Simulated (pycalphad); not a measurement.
CALPHAD calculation (pycalphad, COST 507 light-alloy database (1999)), 1 atm. The data set is of 1999 and partly superseded. Diffusion is slow at the low end, where real alloys seldom reach equilibrium.

**Question.** Which phases does Si-46 at.% Y hold at 1345 K, with what compositions and amounts?

**Answer.** SI5Y3_H with 37.5 at.% Y and SIY with 50.0 at.% Y. The lever rule gives (46 − 37.5)/(50.0 − 37.5) = 0.68 of SIY and 0.32 of SI5Y3_H.

**Question.** Which phases does Si-25 at.% Y hold at 792 K, with what compositions and amounts?

**Answer.** DIAMOND_A4 with none at.% Y and SI2Y_R with 33.3 at.% Y. The lever rule gives (25 − 0.0)/(33.3 − 0.0) = 0.75 of SI2Y_R and 0.25 of DIAMOND_A4.

**Question.** Which phases does Si-41 at.% Y hold at 858 K, with what compositions and amounts?

**Answer.** SI5Y3_H with 37.5 at.% Y and SIY with 50.0 at.% Y. The lever rule gives (41 − 37.5)/(50.0 − 37.5) = 0.28 of SIY and 0.72 of SI5Y3_H.

**Question.** Which phases does Si-40 at.% Y hold at 728 K, with what compositions and amounts?

**Answer.** SI5Y3_H with 37.5 at.% Y and SIY with 50.0 at.% Y. The lever rule gives (40 − 37.5)/(50.0 − 37.5) = 0.20 of SIY and 0.80 of SI5Y3_H.

Database names, with the compositions (at.%) that they take in these runs: SIY: Si 50 Y 50; SI5Y3_H: Si 62 Y 38; SI2Y_R: Si 67 Y 33. DIAMOND_A4 is diamond (Si). An entry "none" or "no" means that the model of the phase leaves that element out.
